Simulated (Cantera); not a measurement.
Cantera run, input and output.

```python
import numpy as np
import cantera as ct

gas = ct.Solution("gri30.yaml")
gas.TPX = 525, 1000000, {'CH4': 1, 'O2': 2.17, 'N2': 20}
inlet = ct.Reservoir(gas, clone=True)
gas.equilibrate("HP")  # start burning
reactor = ct.IdealGasConstPressureReactor(gas, energy="on", clone=False)
exhaust = ct.Reservoir(gas, clone=True)
tau = [0.036, 0.017, 0.0083, 0.004, 0.0019, 0.00094, 0.00045, 0.00022, 0.00011, 5.1e-05, 2.5e-05, 1.2e-05, 5.7e-06][0]
for a, b in ((inlet, reactor), (reactor, exhaust)):
    ct.MassFlowController(a, b, mdot=lambda t: reactor.mass / tau)
net = ct.ReactorNet([reactor])
show = ['CH4', 'O2', 'CH3', 'NO', 'H', 'H2O2']

rows = []
print(f"{'tau/s':>10s}{'T/K':>9s}" + "".join(f"{s:>11s}" for s in show))
for tau in [0.036, 0.017, 0.0083, 0.004, 0.0019, 0.00094, 0.00045, 0.00022, 0.00011, 5.1e-05, 2.5e-05, 1.2e-05, 5.7e-06]:
    net.initial_time = 0.0
    net.advance(30 * tau)
    before = gas.X
    net.advance(40 * tau)
    drift = np.max(np.abs(gas.X - before) / (gas.X + 1e-9))
    rows.append([gas.T, *gas[show].X, drift])
    print(f"{tau:10.3e}{gas.T:9.1f}" + "".join(f"{x:11.3e}" for x in gas[show].X))
```

Result:

```
     tau/s      T/K        CH4         O2        CH3         NO          H       H2O2
 3.600e-02   1522.9  5.909e-05  7.897e-03  7.138e-06  1.848e-06  4.356e-06  1.158e-07
 1.700e-02   1514.0  1.298e-04  8.526e-03  1.340e-05  1.618e-06  7.828e-06  1.754e-07
 8.300e-03   1488.5  3.677e-04  1.036e-02  2.588e-05  9.118e-07  1.166e-05  3.198e-07
 4.000e-03    525.0  4.316e-02  9.366e-02  9.778e-19 -2.705e-24  1.262e-32 -3.277e-19
 1.900e-03    525.0  4.316e-02  9.366e-02  4.649e-19 -2.129e-27  6.008e-33 -2.555e-22
 9.400e-04    525.0  4.316e-02  9.366e-02  2.446e-19 -1.345e-28  3.152e-33 -1.556e-23
 4.500e-04    525.0  4.316e-02  9.366e-02  1.185e-19 -8.494e-30  1.515e-33 -8.480e-25
 2.200e-04    525.0  4.316e-02  9.366e-02  5.787e-20 -5.365e-31  7.278e-34 -2.142e-26
 1.100e-04    525.0  4.316e-02  9.366e-02  2.885e-20 -3.389e-32  3.520e-34  6.661e-27
 5.100e-05    525.0  4.316e-02  9.366e-02  1.350e-20 -2.141e-33  1.545e-34  2.159e-27
 2.500e-05    525.0  4.316e-02  9.366e-02  6.578e-21 -1.352e-34  6.711e-35  5.517e-28
 1.200e-05    525.0  4.316e-02  9.366e-02  3.164e-21 -8.541e-36  2.655e-35  1.307e-28
 5.700e-06    525.0  4.316e-02  9.366e-02  1.505e-21 -5.395e-37  9.418e-36  2.992e-29
```

Cantera simulation using GRI-Mech 3.0 (53 species, 325 reactions); the numbers are that mechanism's predictions, not measurements.
